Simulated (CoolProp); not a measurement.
A simple Rankine cycle with cyclopentane: condensing at 291.15 K, boiler at 0.541 MPa, turbine inlet 534.5 K, turbine efficiency 0.75, pump efficiency 0.8, no recuperator. Each further row changes one setting.

Model: reference Helmholtz-energy equation of state, Gedanitz 2015, in CoolProp.

| case | thermal efficiency (%) | net work (kJ/kg) | heat in (kJ/kg) | turbine exit temperature (K) | volume ratio over the turbine |
|---|---|---|---|---|---|
| as stated | 14.7 | 122 | 829 | 474.8 | 15.6 |
| condensing temperature 283.15 K | [?] | 135 | 843 | 468.0 | [?] |
| boiler pressure 0.379 MPa | 13.0 | [?] | [?] | 482.7 | 11.0 |
| turbine efficiency 0.65 | 12.7 | [?] | 829 | 482.7 | 15.9 |

Task: Complete the blanks.

Result: 
- condensing temperature 283.15 K, thermal efficiency (%): 16.1
- condensing temperature 283.15 K, volume ratio over the turbine: 21.7
- boiler pressure 0.379 MPa, net work (kJ/kg): 108
- boiler pressure 0.379 MPa, heat in (kJ/kg): 832
- turbine efficiency 0.65, net work (kJ/kg): 105
